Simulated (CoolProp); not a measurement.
R245fa along the isotherm 440 K: fugacity coefficient from the reference equation and from simpler models built on Tc = 427.0 K, pc = 3.651 MPa, ω = 0.378; each cubic takes its own stable root.

Model: reference Helmholtz-energy equation of state, Akasaka 2015, in CoolProp.

```tsv
p (MPa)	phase	reference	van der Waals	Soave-Redlich-Kwong	Peng-Robinson
0.83	gas	0.9332	0.9376	0.9314	0.9237
1.66	gas	0.8672	0.8755	0.8646	0.8505
2.49	gas	0.8016	0.8131	0.7989	0.7798
3.32	gas	0.7353	0.7489	0.7335	0.7108
4.15	supercritical	0.6659	0.6769	0.6662	0.6415
4.98	supercritical	0.5897	0.6014	0.5958	0.5711
5.81	supercritical	0.5269	0.5449	0.5379	0.5133
6.64	supercritical	0.4789	0.5023	0.4930	0.4686
7.47	supercritical	0.4414	0.4694	0.4577	0.4333
8.3	supercritical	0.4115	0.4434	0.4293	0.4048
9.13	supercritical	0.3870	0.4225	0.4062	0.3815
```
